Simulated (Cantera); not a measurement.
A Cantera script and its output.

```python
import numpy as np
import cantera as ct

gas = ct.Solution("gri30.yaml")
gas.TPX = 1900, 1600, {'C3H8': 1, 'H2': 4.4, 'H2O': 0.19}
inlet = ct.Reservoir(gas, clone=True)

reactor = ct.IdealGasConstPressureReactor(gas, energy="off", clone=False)
exhaust = ct.Reservoir(gas, clone=True)
tau = [0.3, 0.2, 0.13, 0.088, 0.058, 0.039, 0.026, 0.017, 0.011, 0.0075, 0.005][0]
for a, b in ((inlet, reactor), (reactor, exhaust)):
    ct.MassFlowController(a, b, mdot=lambda t: reactor.mass / tau)
net = ct.ReactorNet([reactor])
show = ['C3H8', 'H2', 'C2H', 'H', 'C2H6']

rows = []
print(f"{'tau/s':>10s}{'T/K':>9s}" + "".join(f"{s:>11s}" for s in show))
for tau in [0.3, 0.2, 0.13, 0.088, 0.058, 0.039, 0.026, 0.017, 0.011, 0.0075, 0.005]:
    net.initial_time = 0.0
    net.advance(30 * tau)
    before = gas.X
    net.advance(40 * tau)
    drift = np.max(np.abs(gas.X - before) / (gas.X + 1e-9))
    rows.append([gas.T, *gas[show].X, drift])
    print(f"{tau:10.3e}{gas.T:9.1f}" + "".join(f"{x:11.3e}" for x in gas[show].X))
```

Output:

```
     tau/s      T/K       C3H8         H2        C2H          H       C2H6
 3.000e-01   1900.0  1.337e-05  7.921e-01  1.151e-05  4.355e-03  3.655e-06
 2.000e-01   1900.0  2.017e-05  7.877e-01  1.152e-05  4.343e-03  5.421e-06
 1.300e-01   1900.0  3.111e-05  7.826e-01  1.158e-05  4.357e-03  8.174e-06
 8.800e-02   1900.0  4.593e-05  7.777e-01  1.166e-05  4.394e-03  1.177e-05
 5.800e-02   1900.0  6.946e-05  7.720e-01  1.177e-05  4.456e-03  1.724e-05
 3.900e-02   1900.0  1.027e-04  7.660e-01  1.188e-05  4.536e-03  2.459e-05
 2.600e-02   1900.0  1.530e-04  7.595e-01  1.201e-05  4.637e-03  3.503e-05
 1.700e-02   1900.0  2.317e-04  7.520e-01  1.213e-05  4.763e-03  5.024e-05
 1.100e-02   1900.0  3.540e-04  7.438e-01  1.222e-05  4.911e-03  7.185e-05
 7.500e-03   1900.0  5.135e-04  7.361e-01  1.226e-05  5.055e-03  9.746e-05
 5.000e-03   1900.0  7.605e-04  7.276e-01  1.223e-05  5.218e-03  1.333e-04
```

Model: GRI-Mech 3.0 (53 species, 325 reactions), integrated in Cantera. GRI-Mech 3.0 was tuned for natural gas; its chemistry of propane as a main component is partial and can be far from experiment. GRI-Mech 3.0 stops at C3 and has no aromatics, soot or wall deposition, so with more carbon than oxygen in the feed, carbon stays in small species such as C2H2 where larger ones or solid carbon would form. Radical loss at walls, strong at low pressure, is not modelled.
